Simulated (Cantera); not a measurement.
What does this Cantera script print?

```python
import numpy as np
import cantera as ct

gas_names = [...]  # 62 gases of nasa_gas.yaml made of F, H, N, O, S
cond_names = """
    H2O(s) H2O(L) H2SO4(L) S(cr1) S(cr2) S(L)
""".split()


# ... load() reads the species with a 1 bar reference pressure and builds the phases ...
atoms = {
    'HF': {'H': 1, 'F': 1},
    'SO2': {'S': 1, 'O': 2},
    'N2': {'N': 2},
}
top_T = {}  # K; cautious upper limits of use, not melting points


# ... equilibrate(T, P, feed) seeds the gas with the atoms and calls Mixture.equilibrate('TP', solver="vcs", rtol=1e-11, max_steps=5000) ...
results = []
T = 2698  # K
P = 87000  # Pa
for m in [1.5, 5.2, 8.8, 12, 16, 20, 23, 27, 31, 34]:
    feed = {'HF': 1, 'SO2': 0.063, 'N2': m}  # mol
    mix = equilibrate(T, P, feed)
    results.append((T, P, feed, dict(zip(mix.species_names, mix.species_moles))))

top = {s: max(r[3][s] / sum(r[3][g] for g in gas_names) for r in results) for s in gas_names}
cols = sorted((s for s in top if top[s] > 1e-06), key=lambda s: -top[s])[:9]
seen = [c for c in cond_names if any(r[3].get(c, 0) > 1e-12 for r in results)]
print("log10 of partial pressures in bar; condensed amounts in mol")
print(f"{'n(N2)':>10s}" + "".join(f"{s[:9]:>10s}" for s in cols + seen))
for T, P, feed, n in results:
    ng = sum(n[g] for g in gas_names)
    print(f"{feed['N2']:10.4g}" + "".join(f"{np.log10(max(n[s] / ng * P / 1e5, 1e-99)):10.3f}" for s in cols)
          + "".join(f"{n.get(c, 0):10.4g}" for c in seen))
```

It prints:

```
log10 of partial pressures in bar; condensed amounts in mol
     n(N2)        N2        HF       SO2        SO         F        NO        O2         O         H
       1.5    -0.297    -0.477    -1.844    -2.211    -2.431    -2.682    -2.850    -2.871    -3.016
       5.2    -0.144    -0.865    -2.307    -2.492    -2.702    -2.787    -3.214    -3.053    -3.133
       8.8    -0.112    -1.063    -2.556    -2.645    -2.835    -2.867    -3.407    -3.149    -3.198
        12    -0.099    -1.186    -2.715    -2.742    -2.916    -2.922    -3.530    -3.211    -3.240
        16    -0.090    -1.302    -2.871    -2.838    -2.992    -2.978    -3.650    -3.271    -3.281
        20    -0.084    -1.394    -2.997    -2.916    -3.051    -3.024    -3.747    -3.320    -3.314
        23    -0.081    -1.453    -3.079    -2.966    -3.087    -3.053    -3.810    -3.351    -3.335
        27    -0.078    -1.520    -3.175    -3.026    -3.129    -3.089    -3.884    -3.388    -3.360
        31    -0.076    -1.578    -3.261    -3.078    -3.166    -3.120    -3.949    -3.420    -3.383
        34    -0.075    -1.618    -3.319    -3.114    -3.190    -3.142    -3.993    -3.442    -3.398
```

Equilibrium computed with Cantera from the NASA thermochemical tables; the gas is ideal and each condensed phase is pure.
